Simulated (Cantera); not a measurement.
## Catalytic stagnation flow on Pt

A jet of H2 : O2 : N2 = 0.012 : 0.083 : 0.79 (molar parts), equivalence ratio 0.072 at 300 K and 0.210 bar hits a platinum plate 6.3 cm away at a mass flux of 0.093 kg/m²/s; the plate temperature is set and raised in steps from an oxygen-covered start.

Detailed kinetics in Cantera: Deutschmann's 1995 Pt surface mechanism with GRI-Mech 3.0 gas chemistry. Catalytic surfaces can have several steady states; this one follows from the mechanism file's or the stated starting coverage.

```json
[
 {"plate T (K)": "500", "wall x H2": "0.00130", "wall x O2": "0.0805", "wall x H2O": "0.0242", "wall x OH": "<1e-8", "θ free Pt": "0.0237", "θ O*": "0.962", "θ OH*": "0.0139"},
 {"plate T (K)": "550", "wall x H2": "0.00130", "wall x O2": "0.0806", "wall x H2O": "0.0240", "wall x OH": "<1e-8", "θ free Pt": "0.0251", "θ O*": "0.967", "θ OH*": "0.00795"},
 {"plate T (K)": "600", "wall x H2": "0.00129", "wall x O2": "0.0806", "wall x H2O": "0.0238", "wall x OH": "<1e-8", "θ free Pt": "0.0264", "θ O*": "0.969", "θ OH*": "0.00495"},
 {"plate T (K)": "650", "wall x H2": "0.00127", "wall x O2": "0.0807", "wall x H2O": "0.0237", "wall x OH": "<1e-8", "θ free Pt": "0.0281", "θ O*": "0.969", "θ OH*": "0.00333"},
 {"plate T (K)": "700", "wall x H2": "0.00114", "wall x O2": "0.0806", "wall x H2O": "0.0238", "wall x OH": "<1e-8", "θ free Pt": "0.0329", "θ O*": "0.965", "θ OH*": "0.00249"},
 {"plate T (K)": "750", "wall x H2": "0.000836", "wall x O2": "0.0803", "wall x H2O": "0.0242", "wall x OH": "<1e-8", "θ free Pt": "0.0477", "θ O*": "0.950", "θ OH*": "0.00217"}
]
```
x: mole fraction at the wall; θ: surface coverage.
